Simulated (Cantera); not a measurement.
Input: 1 mol Si, 1.3 mol CO2, 440 mol N2, held at 1.00 Torr.

These are equilibrium values from Cantera (NASA tables, ideal gas, pure condensed phases), not measurements of a reactor. Candidate condensed phases: C, Si, SiC, SiO2, Si2N2O, Si3N4; 34 gas species. Rates play no part. All values below are at 1823 K.

Base state: N2 0.995, CO 0.00230, SiO 0.00225, CO2 0.000635, NO 2.16e-5 (mole fractions); condensed: gas only.

**Question.** What changes in the equilibrium state with this change: pressure from 1.00 Torr to 1 atm?

**Answer.** 
```json
[
 {"species": "N2", "before": "0.995", "after": "0.995"},
 {"species": "CO", "before": "0.00230", "after": "0.00294"},
 {"species": "SiO", "before": "0.00225", "after": "0.00159"},
 {"species": "NO", "before": "2.16e-5", "after": "1.55e-9"},
 {"species": "CO2", "before": "0.000635", "after": "1.60e-6"},
 {"species": "SiO2(condensed), mol", "before": "0", "after": "0.299"}
]
```
The tables hold silica as quartz up to 1696 K and as liquid above; real silica turns to tridymite and cristobalite and melts near 1996 K.
